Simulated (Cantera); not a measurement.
Input: 1 mol Cu₂O, 3.3 mol CO, 5.7 mol H₂, held at 1802 °C and 73.0 mbar.

Cantera equilibrium calculation (NASA polynomials, part measured and part estimated; ideal gas, pure solids and liquids). Candidate condensed phases: C, C₆H₆, C₇H₈, C₈H₁₈, Cu, CuO, Cu(OH)₂, Cu₂O, H₂O; 113 gas species. The numbers say what is thermodynamically allowed, not how fast it happens.

Base state: H₂ 0.468, CO 0.311, Cu 0.115, H₂O 0.0859, CO₂ 0.0118, H 0.00675, Cu₂ 0.000609, OH 0.000141 (mole fractions); condensed: Cu(l).

**Question.** What changes in the equilibrium state with this change: Cu₂O replaced by Fe₃O₄?

**Answer.** 
| species | before | after |
|---|---|---|
| H₂ | 0.468 | 0.421 |
| CO | 0.311 | 0.329 |
| H₂O | 0.0859 | 0.200 |
| Cu | 0.115 | 0 |
| Fe | 0 | 0.0112 |
| CO₂ | 0.0118 | 0.0321 |
| Cu₂ | 0.000609 | 0 |
| FeO | 0 | 0.000126 |
| Fe(OH)₂ | 0 | 0.000109 |
| Cu(l), mol | 0.808 | 0 |
| Fe(l), mol | 0 | 1.02 |
| FeO(l), mol | 0 | 1.88 |
Each liquid is taken as pure. Mutual solubility and eutectic melting of coexisting phases are not modelled. The tables' stoichiometric FeO is somewhat more stable than real wüstite, so its field is too wide. FeO: taken at fixed stoichiometry. Further candidate phases: Fe, Fe(CO)₅, FeO, Fe(OH)₂, Fe(OH)₃, Fe₂O₃, Fe₃O₄.
